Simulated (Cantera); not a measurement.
An isothermal, constant-pressure homogeneous reactor starts with 6.25 % CH4, 93.8 % N2, at 1950 K and 0.000440 bar.

Cantera simulation using GRI-Mech 3.0 (53 species, 325 reactions); the numbers are that mechanism's predictions, not measurements. GRI-Mech 3.0 stops at C3 and has no aromatics, soot or wall deposition, so with more carbon than oxygen in the feed, carbon stays in small species such as C2H2 where larger ones or solid carbon would form. Radical loss at walls, strong at low pressure, is not modelled.

x: mole fraction; the columns are a selection and need not sum to one.

```csv
t (s),x CH4,x C2H2,x C2H6,x C2H,x CH2,x H,x HCN
1.00e-6,0.0625,<1e-12,<1e-12,<1e-12,<1e-12,8.61e-9,<1e-12
3.59e-6,0.0625,<1e-12,<1e-12,<1e-12,<1e-12,3.09e-8,<1e-12
1.29e-5,0.0625,<1e-12,<1e-12,<1e-12,<1e-12,1.10e-7,<1e-12
4.64e-5,0.0625,<1e-12,<1e-12,<1e-12,<1e-12,3.87e-7,<1e-12
0.000167,0.0625,<1e-12,<1e-12,<1e-12,1.05e-12,1.28e-6,<1e-12
0.000600,0.0625,<1e-12,<1e-12,<1e-12,4.97e-11,3.44e-6,<1e-12
0.00216,0.0625,2.51e-12,4.55e-12,<1e-12,1.55e-9,5.65e-6,<1e-12
0.00775,0.0624,…,2.60e-10,<1e-12,…,5.95e-6,4.28e-12
0.0278,0.0620,2.46e-7,6.17e-9,1.07e-11,2.42e-7,6.70e-6,1.02e-10
0.100,0.0603,4.28e-5,9.38e-8,6.26e-9,2.26e-6,1.74e-5,4.37e-9
0.360,0.0438,0.00438,9.73e-7,5.34e-7,1.20e-5,0.000158,5.91e-7
1.29,0.0108,0.0233,2.94e-7,2.65e-6,9.43e-6,0.000516,1.18e-5
4.65,…,0.0286,…,…,…,…,…
16.7,7.62e-5,0.0293,9.51e-11,9.40e-6,7.82e-7,0.00178,0.000124
60.0,3.21e-7,0.0293,<1e-12,1.88e-5,1.34e-8,0.00354,0.000175
```

Question: Fill in the missing entries.

Answer: 
- 0.00775, x C2H2: 1.03e-9
- 0.00775, x CH2: 2.31e-8
- 4.65, x CH4: 0.00129
- 4.65, x C2H6: 1.09e-8
- 4.65, x C2H: 5.09e-6
- 4.65, x CH2: 3.76e-6
- 4.65, x H: 0.000970
- 4.65, x HCN: 4.77e-5
